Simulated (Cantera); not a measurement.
An isothermal, constant-pressure homogeneous reactor starts with 1.79 % C₂H₆, 98.2 % N₂, at 2000 K and 1.01 bar.

Model: GRI-Mech 3.0 (53 species, 325 reactions), integrated in Cantera. GRI-Mech 3.0 stops at C3 and has no aromatics, soot or wall deposition, so with more carbon than oxygen in the feed, carbon stays in small species such as C2H2 where larger ones or solid carbon would form.

x: mole fraction; the columns are a selection and need not sum to one.

| t (s) | x C₂H₆ | x CH₄ | x CH₂ | x C₂H | x C₂H₄ | x H |
|---|---|---|---|---|---|---|
| 2.00e-6 | 0.0116 | 0.000302 | 4.61e-5 | 4.40e-9 | 0.000863 | 0.000426 |
| 8.60e-6 | 0.00122 | 0.00267 | 0.000117 | 7.45e-6 | 0.00658 | 0.00143 |
| 3.70e-5 | 2.15e-5 | 0.00331 | 2.59e-5 | 6.48e-6 | 0.00152 | 0.000683 |
| 0.000159 | 2.95e-6 | 0.00267 | 5.38e-6 | 3.01e-6 | 0.000134 | 0.000309 |
| 0.000684 | 8.48e-7 | 0.00176 | 2.46e-6 | 2.44e-6 | 3.21e-5 | 0.000254 |
| 0.00294 | 1.38e-7 | 0.000677 | 1.13e-6 | 2.63e-6 | 8.25e-6 | 0.000278 |
| 0.0126 | 8.61e-9 | 0.000163 | 3.05e-7 | 2.76e-6 | 4.22e-6 | 0.000295 |
| 0.0544 | 3.53e-10 | 3.19e-5 | 6.20e-8 | 2.80e-6 | 3.99e-6 | 0.000300 |
| 0.234 | 3.68e-11 | 8.09e-6 | 1.59e-8 | 2.81e-6 | 3.99e-6 | 0.000301 |
| 1.01 | 3.42e-11 | 7.60e-6 | 1.49e-8 | 2.81e-6 | 3.98e-6 | 0.000301 |
| 4.33 | 3.75e-11 | [?] | [?] | 2.79e-6 | 3.96e-6 | 0.000301 |
| 18.6 | 4.41e-11 | [?] | [?] | 2.74e-6 | 3.88e-6 | 0.000301 |
| 80.0 | 5.02e-11 | 1.05e-5 | 2.06e-8 | 2.58e-6 | 3.66e-6 | 0.000301 |

What belongs in the gaps?


- 4.33, x CH₄: 8.23e-6
- 4.33, x CH₂: 1.62e-8
- 18.6, x CH₄: 9.41e-6
- 18.6, x CH₂: 1.85e-8
